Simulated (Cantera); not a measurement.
A closed system holds: 1 mol Si3H8, 0.14 mol HCl, 43 mol H2, held at 1573 K and 13300 Pa.

These are equilibrium values from Cantera (NASA tables, ideal gas, pure condensed phases), not measurements of a reactor. Candidate condensed phases: Si; 19 gas species. The feed counts by its element totals alone. Kinetics and transport are ignored.

**Question.** What is the equilibrium state?

**Answer.** 
```
Item            Value
----------  ---------
x(H2)           0.997
x(HCl)        0.00291
x(H)         0.000111
x(SiCl2)      2.88e-5
x(SiH2)       3.66e-6
n(Si(s))     3.00 mol
gas amount  47.14 mol
```
